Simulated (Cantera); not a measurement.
An isothermal, constant-pressure homogeneous reactor starts with CH4 : O2 : N2 = 0.0049 : 0.0054 : 1 (molar parts), at 1298 K and 400000 Pa. Integrator tolerance rtol = 1e-08.

Detailed kinetics in Cantera: GRI-Mech 3.0 (53 species, 325 reactions).

### Question
What does this change do: 0.064 parts H2 added?

### Answer
```tsv
quantity	before	after
x(CH4) at 10.0 s	0.000430 (gas-phase equilibrium 1.37e-10)	0.00336 (gas-phase equilibrium 2.40e-7)
x(O2) at 10.0 s	1.97e-7 (gas-phase equilibrium <1e-12)	<1e-12 (gas-phase equilibrium <1e-12)
x(H2O) at 10.0 s	0.00569 (gas-phase equilibrium 0.00430)	0.00915 (gas-phase equilibrium 0.00526)
x(H) at 10.0 s	2.85e-8 (gas-phase equilibrium 3.95e-8)	1.34e-7 (gas-phase equilibrium 1.36e-7)
x(CO2) at 10.0 s	0.000910 (gas-phase equilibrium 0.00152)	4.73e-5 (gas-phase equilibrium 0.000206)
```
